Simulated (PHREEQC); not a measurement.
Make-up at 24 °C: 0.1 mol HCl and 0.0029 mol MnSO4 per kg of water. Closed to the air; pH follows from the charge balance.

Model: Pitzer model, pitzer.dat, run in PHREEQC.

Each row changes one thing in this solution. Precipitation was switched off in this run.

```tsv
case	pH	ionic strength (mol/kgw)	HSO4- (mol/kgw)	SO4-2 (mol/kgw)
as made	1.09	0.107	0.00203	0.000874
HCl from 0.1 to 0.02 mol/kgw	1.79	0.0290	0.00128	___
MnSO4 from 0.0029 to 0.00029 mol/kgw	1.08	0.101	0.000206	8.39e-5
HCl from 0.1 to 1 mol/kgw	-0.04	___	0.00224	0.000659
0.03 mol/kgw CO2 added	1.09	0.107	0.00203	0.000871
MnSO4 from 0.0029 to 0.029 mol/kgw	1.19	0.181	0.0174	___
```

Task: Complete the blanks.

Result: 
- HCl from 0.1 to 0.02 mol/kgw, SO4-2 (mol/kgw): 0.00162
- HCl from 0.1 to 1 mol/kgw, ionic strength (mol/kgw): 1.01
- MnSO4 from 0.0029 to 0.029 mol/kgw, SO4-2 (mol/kgw): 0.0116
